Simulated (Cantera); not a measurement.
What does this Cantera script print?

```python
import numpy as np
import cantera as ct

gas_names = """
    SiF4 N2 NF3 SiF2
""".split()
cond_names = """
    Si(cr) Si(L) Si3N4(a)
""".split()


# ... load() reads the species with a 1 bar reference pressure and builds the phases ...
species = {s.name: s for s in load("nasa_gas.yaml", gas_names) + load("nasa_condensed.yaml", cond_names)}
# Each term lists the table entries of one substance; the one whose range holds T is used.
reactions = {
    '3 SiF4(g) + 2 N2(g) = 3 Si + 4 NF3(g)':
        [(-3, ['SiF4']), (-2, ['N2']), (3, ['Si(cr)', 'Si(L)']), (4, ['NF3'])],
    '3 SiF2(g) + 3 N2(g) = Si3N4 + 2 NF3(g)':
        [(-3, ['SiF2']), (-3, ['N2']), (1, ['Si3N4(a)']), (2, ['NF3'])],
}


def pick(names, T):
    return next(species[n] for n in names if species[n].thermo.min_temp <= T <= species[n].thermo.max_temp)


results = []
for label, terms in reactions.items():
    print(label)
    print("     T/K   dH/kJ  dS/(J/K)   dG/kJ   log10 K")
    for T in [300, 525, 625, 725, 825, 925, 1025]:
        used = [(nu, pick(names, T)) for nu, names in terms]
        dH = sum(nu * s.thermo.h(T) for nu, s in used) / 1e6
        dS = sum(nu * s.thermo.s(T) for nu, s in used) / 1e3
        dG = dH - T * dS / 1e3
        logK = -dG * 1e6 / (ct.gas_constant * T * np.log(10))
        results.append((label, T, dH, dS, dG, logK, [s.name for _, s in used]))
        print(f"{T:8g} {dH:8.1f} {dS:8.1f} {dG:8.1f} {logK:8.2f}")
```

Output:

```
3 SiF4(g) + 2 N2(g) = 3 Si + 4 NF3(g)
     T/K   dH/kJ  dS/(J/K)   dG/kJ   log10 K
     300   4318.1   -131.9   4357.7  -758.72
     525   4319.9   -128.0   4387.1  -436.48
     625   4321.8   -124.7   4399.7  -367.70
     725   4324.1   -121.4   4412.0  -317.87
     825   4326.5   -118.2   4424.0  -280.10
     925   4329.2   -115.1   4435.7  -250.48
    1025   4332.0   -112.2   4447.0  -226.62
3 SiF2(g) + 3 N2(g) = Si3N4 + 2 NF3(g)
     T/K   dH/kJ  dS/(J/K)   dG/kJ   log10 K
     300    755.4   -710.1    968.4  -168.61
     525    756.1   -709.2   1128.4  -112.27
     625    758.4   -705.2   1199.1  -100.22
     725    761.6   -700.4   1269.4   -91.46
     825    765.5   -695.3   1339.2   -84.79
     925    770.1   -690.1   1408.5   -79.54
    1025    775.3   -684.9   1477.2   -75.28
```

Cantera with NASA thermochemical tables; ideal gases at 1 bar, condensed phases pure. The tables' values for SiF2 are old estimates. Condensed species are held in their standard states even where they would react or evaporate.
